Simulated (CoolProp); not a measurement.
Vapour-liquid equilibrium of ethylene (1) + carbon dioxide (2) at 256 K; x and y are mole fractions of (1).

The numbers come from the multi-fluid Helmholtz-energy mixture model, Smukala 2000 and Span 1996; pair parameters Bell 2016 in CoolProp.

| x | bubble pressure, mixture model (kPa) | bubble pressure, Raoult's law (kPa) | y, mixture model | y, Raoult's law |
|---|---|---|---|---|
| 0.05 | 2272 | 2177 | 0.087 | 0.062 |
| 0.15 | 2463 | 2234 | 0.219 | 0.183 |
| 0.25 | [?] | 2291 | 0.321 | 0.297 |
| 0.35 | 2698 | 2348 | 0.409 | 0.405 |
| 0.45 | 2768 | 2405 | 0.491 | 0.509 |
| 0.55 | 2812 | 2462 | [?] | 0.607 |
| 0.65 | [?] | 2519 | 0.655 | 0.702 |
| 0.75 | 2830 | 2576 | 0.744 | 0.792 |
| 0.85 | 2804 | 2633 | 0.839 | 0.878 |
| 0.95 | 2753 | 2690 | 0.944 | 0.960 |

Question: Complete the blanks.

Answer: 
- 0.25, bubble pressure, mixture model (kPa): 2599
- 0.55, y, mixture model: 0.572
- 0.65, bubble pressure, mixture model (kPa): 2833

The largest gap from Raoult's law is +15.1 % in bubble pressure, at x = 0.45. y crosses x between x = 0.65 and 0.75: the model has an azeotrope there.

The pair parameters rest on a limited set of measurements; away from them the model extrapolates.
